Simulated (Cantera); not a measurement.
# Moist CO burnout

An isothermal, constant-pressure homogeneous reactor starts with 0.139 % CO, 0.466 % O₂, 0.297 % H₂O, 99.1 % N₂, equivalence ratio 0.15, at 1248 K and 0.336 atm.

Detailed kinetics in Cantera: GRI-Mech 3.0 (53 species, 325 reactions).

```csv
t (s),x CO,x O₂,x H₂O,x CO₂,x NO₂,x H₂O₂,x N₂O
0.000900,0.00139,0.00466,0.00297,2.20e-10,<1e-12,<1e-12,<1e-12
0.00194,0.00139,0.00466,0.00297,5.78e-10,<1e-12,<1e-12,<1e-12
0.00420,0.00139,0.00466,0.00297,2.35e-9,<1e-12,<1e-12,<1e-12
0.00906,0.00139,0.00466,0.00297,2.82e-8,<1e-12,<1e-12,2.09e-12
0.0196,0.00138,0.00465,0.00297,4.39e-6,<1e-12,8.57e-11,3.27e-10
0.0423,0.000677,0.00427,0.00285,0.000710,5.29e-12,2.32e-8,7.62e-8
0.0913,9.00e-5,0.00400,0.00294,0.00130,4.78e-11,1.17e-8,1.42e-7
0.197,1.48e-5,0.00397,0.00297,0.00137,1.79e-10,2.61e-9,1.80e-7
0.426,2.74e-6,0.00397,0.00297,0.00139,3.32e-10,6.21e-10,1.93e-7
0.920,4.91e-7,0.00397,0.00297,0.00139,3.58e-10,1.68e-10,1.83e-7
1.99,8.36e-8,0.00397,0.00297,0.00139,2.73e-10,5.37e-11,1.48e-7
4.29,1.69e-8,0.00397,0.00297,0.00139,1.83e-10,2.13e-11,8.85e-8
9.26,5.94e-9,0.00397,0.00297,0.00139,1.28e-10,1.03e-11,2.97e-8
20.0,2.97e-9,0.00397,0.00297,0.00139,1.00e-10,5.64e-12,4.92e-9
```
x: mole fraction; the columns are a selection and need not sum to one.

Equilibrium at this temperature and pressure: CO 1.97e-9, O₂ 0.00395, H₂O 0.00297, CO₂ 0.00139, NO₂ 4.64e-8, H₂O₂ 3.95e-12, N₂O 1.92e-9 (gas phase only).
